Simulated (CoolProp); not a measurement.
Vapour-liquid equilibrium of m-xylene (1) + o-xylene (2) at 0.0468 bar; x and y are mole fractions of (1).

The numbers come from the multi-fluid Helmholtz-energy mixture model, Zhou 2012 and Zhou 2012; pair parameters Bell 2016 in CoolProp.

```
x     bubble temperature (°C)  y at the bubble point  dew temperature at overall composition x (°C)  liquid density (mol/L)
----  -----------------------  ---------------------  ---------------------------------------------  ----------------------
0.05                     56.4                  0.059                                           56.5                   7.991
0.15                     56.0                  0.176                                           56.1                   7.979
0.25                     55.6                  0.288                                           55.7                     [?]
0.35                     55.1                  0.397                                           55.3                   7.955
0.45                      [?]                  0.501                                           54.9                     [?]
0.55                     54.2                  0.600                                           54.5                     [?]
0.65                      [?]                  0.694                                            [?]                   7.918
0.75                     53.4                  0.785                                           53.6                   7.905
0.85                     53.0                  0.873                                           53.1                   7.893
0.95                     52.7                  0.958                                           52.7                   7.880
```

Q: Complete the blanks.

A: 
- 0.25, liquid density (mol/L): 7.967
- 0.45, bubble temperature (°C): 54.7
- 0.45, liquid density (mol/L): 7.942
- 0.55, liquid density (mol/L): 7.930
- 0.65, bubble temperature (°C): 53.8
- 0.65, dew temperature at overall composition x (°C): 54.0

No azeotrope shows between x = 0.05 and 0.95.

The pair parameters rest on a limited set of measurements; away from them the model extrapolates.
